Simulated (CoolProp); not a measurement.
Carbonyl sulfide along the isobar 29.7 bar: fugacity coefficient from the reference equation and from simpler models built on Tc = 378.8 K, pc = 63.69 bar, ω = 0.098; each cubic takes its own stable root.

The numbers come from the reference Helmholtz-energy equation of state, Lemmon 2006 in CoolProp. It is a short technical equation, of lower accuracy than the large ones.

```tsv
T (K)	phase	reference	van der Waals	Redlich-Kwong	Soave-Redlich-Kwong	Peng-Robinson
162.3	liquid	0.0006621	0.02223	0.0004791	0.0006556	0.0007409
186.1	liquid	0.004557	0.05835	0.004153	0.004493	0.004803
209.9	liquid	0.01903	0.1222	0.01948	0.01887	0.01946
233.7	liquid	0.05667	0.2184	0.06113	0.05663	0.05705
257.6	liquid	0.1332	0.3486	0.1462	0.1341	0.1331
281.4	liquid	0.2613	0.5088	0.2858	0.2646	0.2601
305.2	liquid	0.4483	0.6935	0.4828	0.4550	0.4450
329	liquid	0.6914	0.8055	0.7275	0.7005	0.6834
352.8	gas	0.8078	0.8362	0.8094	0.8074	0.7925
376.6	gas	0.8437	0.8605	0.8425	0.8423	0.8277
400.5	gas	0.8712	0.8803	0.8685	0.8699	0.8557
424.3	gas	0.8927	0.8964	0.8892	0.8919	0.8782
448.1	gas	0.9099	0.9098	0.9060	0.9098	0.8966
```

At some of these states van der Waals gives the other phase, because its saturation line lies elsewhere.
